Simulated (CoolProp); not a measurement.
The fluid at 298.15 K and 0.996 MPa flows at 0.76 m/s in a round tube of 2 mm bore and 45 µm roughness, fully developed (64/Re and Nu = 3.66 if laminar; Colebrook and Gnielinski if turbulent). The same conditions are run with several fluids, on thermodynamics alone (safety and materials aside).

Computed with CoolProp (reference Helmholtz-energy equation of state of each fluid (R236FA: Pan 2012; R134a: Tillner-Roth 1994; n-nonane: Lemmon 2006; n-pentane: Thol 2019; n-butane: Bücker 2006)).

| fluid | Reynolds number | Darcy friction factor | pressure drop (Pa/m) | heat-transfer coefficient (W/(m² K)) | mass flow (kg/h) |
|---|---|---|---|---|---|
| R236FA | 7150 | ? | 10900 | 2560 | ? |
| R134a | ? | 0.0545 | 9520 | ? | 10.4 |
| n-nonane | ? | 0.0389 | 4020 | 233 | ? |
| n-pentane | 5190 | 0.0572 | 5140 | 2510 | 5.35 |
| n-butane | 5450 | 0.0569 | 4720 | 2480 | 4.93 |

Problem. What belongs in the gaps?

Solution. 
- R236FA, Darcy friction factor: 0.0556
- R236FA, mass flow (kg/h): 11.7
- R134a, Reynolds number: 9370
- R134a, heat-transfer coefficient (W/(m² K)): 3410
- n-nonane, Reynolds number: 1650
- n-nonane, mass flow (kg/h): 6.14

Transport values come from each fluid's own correlations; those of R236FA, R134a, n-pentane are estimates that may be off by 10 % or more.
